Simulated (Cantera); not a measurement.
**Al₂O₃ + N₂ (sublimation and decomposition of ceramics)**

Input: 1 mol Al₂O₃, 0.16 mol N₂, at 2725 K and 1.00 bar.

These are equilibrium values from Cantera (NASA tables, ideal gas, pure condensed phases), not measurements of a reactor. Candidate condensed phases: Al, AlN, Al₂O₃; 16 gas species. Rates play no part.

| Quantity | Result |
|---|---|
| x(N₂) | 1.000 |
| x(NO) | 0.000159 |
| x(Al) | 0.000110 |
| x(O) | 7.86e-5 |
| x(AlO) | 5.27e-5 |
| x(Al₂O) | 2.63e-5 |
| x(O₂) | 3.84e-6 |
| x(N) | 1.98e-6 |
| n(Al₂O₃(l)) | 1.000 mol |
| gas amount | 0.1601 mol |
| log10 activity of Al(l) (absent) | -3.81 |
